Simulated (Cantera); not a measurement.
Cantera run, input and output.

```python
import numpy as np
import cantera as ct

gas = ct.Solution("gri30.yaml")
gas.TPX = 1450, 180, {'H2': 0.32, 'O2': 1, 'N2': 0.59}
reactor = ct.IdealGasConstPressureReactor(gas, energy="off", clone=False)
net = ct.ReactorNet([reactor])
net.rtol, net.atol = 1e-08, 1e-18
show = ['H2', 'O2', 'NO', 'O', 'H2O2', 'H2O', 'H']
times = np.geomspace(0.0006, 200, 12)

steps = ct.SolutionArray(gas, extra=["t"])
rows = []
print(f"{'t/s':>10s}{'T/K':>9s}{'P/Pa':>11s}" + "".join(f"{s:>11s}" for s in show))
for t in times:
    while net.time < t:
        t_next = net.step()
        steps.append(gas.state, t=t_next)
    rows.append([np.interp(t, steps.t, y) for y in (steps.T, steps.P, *steps(*show).X.T)])
    print(f"{t:10.3e}{rows[-1][0]:9.1f}{rows[-1][1]:11.4g}" + "".join(f"{x:11.3e}" for x in rows[-1][2:]))
rate = np.gradient(steps.T, steps.t)
print("integrator steps:", len(steps.t))
if steps.T.max() > steps.T[0] + 200:
    print(f"time of steepest temperature rise: {steps.t[rate.argmax()]:.4e} s")
gas.TPX = 1450, 180, {'H2': 0.32, 'O2': 1, 'N2': 0.59}
gas.equilibrate("TP")
print(f"equilibrium (TP): T = {gas.T:.1f} K  " + "  ".join(f"{s} {gas[s].X[0]:.3e}" for s in show))
```

It prints:

```
       t/s      T/K       P/Pa         H2         O2         NO          O       H2O2        H2O          H
 6.000e-04   1450.0        180  1.675e-01  5.236e-01  1.861e-16  2.762e-07  1.061e-09  4.505e-07  4.997e-07
 1.906e-03   1450.0        180  1.675e-01  5.235e-01  2.314e-14  1.963e-05  9.520e-09  5.046e-05  3.186e-05
 6.058e-03   1450.0        180  1.364e-02  4.233e-01  7.389e-09  6.501e-02  1.928e-08  1.187e-01  5.352e-02
 1.925e-02   1450.0        180  9.960e-03  4.186e-01  9.236e-08  7.112e-02  1.686e-08  1.241e-01  5.168e-02
 6.116e-02   1450.0        180  9.842e-03  4.197e-01  3.565e-07  6.983e-02  1.696e-08  1.252e-01  5.037e-02
 1.943e-01   1450.0        180  9.462e-03  4.230e-01  1.131e-06  6.587e-02  1.723e-08  1.287e-01  4.640e-02
 6.175e-01   1450.0        180  8.253e-03  4.325e-01  3.033e-06  5.462e-02  1.782e-08  1.384e-01  3.553e-02
 1.962e+00   1450.0        180  5.013e-03  4.530e-01  5.801e-06  3.028e-02  1.735e-08  1.588e-01  1.500e-02
 6.234e+00   1450.0        180  1.189e-03  4.730e-01  7.084e-06  6.735e-03  1.057e-08  1.768e-01  1.590e-03
 1.981e+01   1450.0        180  1.344e-04  4.788e-01  7.314e-06  7.507e-04  3.530e-09  1.816e-01  5.923e-05
 6.294e+01   1450.0        180  1.868e-05  4.797e-01  7.378e-06  1.041e-04  1.187e-09  1.824e-01  3.059e-06
 2.000e+02   1450.0        180  6.377e-06  4.798e-01  7.413e-06  3.551e-05  8.333e-10  1.826e-01  6.099e-07
integrator steps: 1580
equilibrium (TP): T = 1450.0 K  H2 5.929e-06  O2 4.794e-01  NO 9.429e-04  O 3.298e-05  H2O2 8.264e-10  H2O 1.826e-01  H 5.465e-07
```

Detailed kinetics in Cantera: GRI-Mech 3.0 (53 species, 325 reactions). Radical loss at walls, strong at low pressure, is not modelled. The temperature is held fixed by assumption; the heat of reaction is taken as removed at once.
